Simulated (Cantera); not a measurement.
Input: 1 mol Fe3O4, 1.2 mol C, 0.55 mol H2, held at 0.580 bar.

Equilibrium computed with Cantera from the NASA thermochemical tables; the gas is ideal and each condensed phase is pure. Candidate condensed phases: C, C6H6, C7H8, C8H18, Fe, Fe(CO)5, FeO, Fe(OH)2, Fe(OH)3, Fe2O3, Fe3O4, H2O; 114 gas species. Mutual solubility and eutectic melting of coexisting phases are not modelled. The tables' stoichiometric FeO is somewhat more stable than real wüstite, so its field is too wide. FeO: taken at fixed stoichiometry. Rates play no part. All values below are at 1102 °C.

Base state: CO 0.583, H2 0.230, CO2 0.103, H2O 0.0838 (mole fractions); condensed: Fe(γ) + FeO(s).

### Question
What changes in the equilibrium state with this change: Fe3O4 replaced by Fe2O3?

### Answer
| species | before | after |
|---|---|---|
| CO | 0.583 | 0.583 |
| H2 | 0.230 | 0.230 |
| CO2 | 0.103 | 0.103 |
| H2O | 0.0838 | 0.0838 |
| Fe(γ), mol | 0.526 | 0.526 |
| FeO(s), mol | 2.47 | 1.47 |
